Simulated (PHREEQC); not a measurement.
Dissolve 0.001 mol HF, 0.0025 mol NiCl2 and 0.028 mol MnSO4 per kg of water at 20 °C. Closed to the air; pH follows from the charge balance.

All values are PHREEQC results (ion-association model, wateq4f.dat), not measurements.

No solid was allowed to form.

Problem. Order these F species by the share of F that they hold, largest first: F-, HF, MnF+, HF2-, NiF+.

Solution. F- (69 %), HF (27 %), MnF+ (3.7 %), NiF+ (0.88 %), HF2- (0.14 %)

Problem. Order these Ni species by the share of Ni that they hold, largest first: NiCl+, NiSO4, Ni+2, NiF+.

Solution. Ni+2 (65 %), NiSO4 (34 %), NiF+ (0.35 %), NiCl+ (0.31 %)

The pH is 3.43 and the ionic strength 0.0793 mol/kgw. Complexes and solids missing from the database can't appear.
